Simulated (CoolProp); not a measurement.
Vapour-liquid equilibrium of R125 (1) + n-butane (2) at 151 kPa; x and y are mole fractions of (1).

Values from CoolProp's multi-fluid Helmholtz-energy mixture model, Lemmon 2005 and Bücker 2006; pair parameters Bell 2016.

| x | bubble temperature (K) | y at the bubble point | dew temperature at overall composition x (K) | liquid density (mol/L) |
|---|---|---|---|---|
| 0.05 | 261.4 | 0.578 | 282.2 | 10.57 |
| 0.2 | 240.2 | 0.854 | 277.4 | 11.06 |
| 0.35 | 236.1 | (withheld) | 271.9 | 11.26 |
| 0.5 | 235.4 | 0.894 | 265.4 | 11.42 |
| 0.65 | (withheld) | 0.898 | 257.2 | 11.61 |
| 0.8 | 234.6 | 0.911 | (withheld) | 11.87 |
| 0.95 | 233.7 | (withheld) | 233.8 | 12.22 |

Complete the blanks.


- 0.35, y at the bubble point: 0.888
- 0.65, bubble temperature (K): 235.2
- 0.8, dew temperature at overall composition x (K): 245.8
- 0.95, y at the bubble point: 0.962

No azeotrope shows between x = 0.05 and 0.95.

Pair parameters are fitted to limited data, so mixtures are less certain than the pure fluids. With so large a gap from Raoult's law the liquid may split in two, which this calculation doesn't test in full.
